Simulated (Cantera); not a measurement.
## Tantalum, niobium, vanadium and zirconium in process gases: Ta(OEt)5 + CH4 + H2

Charge: 1 mol Ta(OEt)5, 1.5 mol CH4, 160 mol H2.

These are equilibrium values from Cantera (NASA tables, ideal gas, pure condensed phases), not measurements of a reactor. Candidate condensed phases: C, C6H6, C7H8, C8H18, H2O, Ta, TaC, Ta2O5; 113 gas species. The feed counts by its element totals alone. Mutual solubility and eutectic melting of coexisting phases are not modelled. TaC: taken at fixed stoichiometry. Condensed phases not in the tables: Ta2C. Rates play no part.

Task: Map the stable condensed phases over T = 975, 1000, 1025, 1050, 1075, 1100, 1125, 1150, 1175, 1200, 1225, 1250 K and P in Pa = 0.10, 0.50, 2.5, 13, 63, 320, 1600, 7900, 40000, 200000, 1000000.

Result: 
```
T in K \ P in Pa
            0.10    0.50     2.5      13      63     320    1600    7900   40000  200000 1000000
   1250        A       A       A       A       A       A       A       A       A       A       B
   1225        A       A       A       A       A       A       A       A       A       A       B
   1200        A       A       A       A       A       A       A       A       A       C       B
   1175        A       A       A       A       A       A       A       A       A       C       B
   1150        A       A       A       A       A       A       A       A       A       D       B
   1125        A       A       A       A       A       A       A       A       C       D       B
   1100        A       A       A       A       A       A       A       A       C       B       B
   1075        A       A       A       A       A       A       A       A       D       B       B
   1050        A       A       A       A       A       A       A       C       D       B       B
   1025        A       A       A       A       A       A       A       D       D       B       B
   1000        A       A       A       A       A       A       C       D       D       B       B
    975        A       A       A       A       A       A       D       D       D       B       B
```
A: C + TaC; B: Ta2O5; C: C + TaC + Ta2O5; D: C + Ta2O5.
